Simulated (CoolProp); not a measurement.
Aqueous methanol as a coolant, 43 % by mass, freezing at -43.1 °C, 1 atm.

The numbers come from the Melinder's fits for secondary coolants in CoolProp.

```json
[
 {"T (°C)": "-23.3", "density (kg/m³)": "953.5", "conductivity (W/(m K))": "0.355", "cp (kJ/(kg K))": "3.335", "viscosity (mPa s)": "10.1"},
 {"T (°C)": "-18.1", "density (kg/m³)": "950.7", "conductivity (W/(m K))": "0.357", "cp (kJ/(kg K))": "3.403", "viscosity (mPa s)": "7.79"},
 {"T (°C)": "-12.9", "density (kg/m³)": "948.0", "conductivity (W/(m K))": "0.359", "cp (kJ/(kg K))": "3.467", "viscosity (mPa s)": "6.10"},
 {"T (°C)": "-7.7", "density (kg/m³)": "945.2", "conductivity (W/(m K))": "0.361", "cp (kJ/(kg K))": "3.527", "viscosity (mPa s)": "…"},
 {"T (°C)": "-2.5", "density (kg/m³)": "942.3", "conductivity (W/(m K))": "0.364", "cp (kJ/(kg K))": "3.582", "viscosity (mPa s)": "3.93"},
 {"T (°C)": "2.7", "density (kg/m³)": "939.3", "conductivity (W/(m K))": "0.366", "cp (kJ/(kg K))": "3.633", "viscosity (mPa s)": "3.23"},
 {"T (°C)": "7.9", "density (kg/m³)": "…", "conductivity (W/(m K))": "0.368", "cp (kJ/(kg K))": "3.679", "viscosity (mPa s)": "2.69"},
 {"T (°C)": "13.2", "density (kg/m³)": "933.2", "conductivity (W/(m K))": "0.370", "cp (kJ/(kg K))": "3.720", "viscosity (mPa s)": "2.25"},
 {"T (°C)": "18.4", "density (kg/m³)": "930.1", "conductivity (W/(m K))": "0.372", "cp (kJ/(kg K))": "3.753", "viscosity (mPa s)": "1.92"},
 {"T (°C)": "23.6", "density (kg/m³)": "926.9", "conductivity (W/(m K))": "0.375", "cp (kJ/(kg K))": "3.780", "viscosity (mPa s)": "1.65"},
 {"T (°C)": "28.8", "density (kg/m³)": "923.7", "conductivity (W/(m K))": "0.377", "cp (kJ/(kg K))": "3.800", "viscosity (mPa s)": "1.42"},
 {"T (°C)": "34", "density (kg/m³)": "920.3", "conductivity (W/(m K))": "…", "cp (kJ/(kg K))": "3.812", "viscosity (mPa s)": "1.24"}
]
```

### Question
What belongs in the gaps?

### Answer

- -7.7, viscosity (mPa s): 4.86
- 7.9, density (kg/m³): 936.3
- 34, conductivity (W/(m K)): 0.379
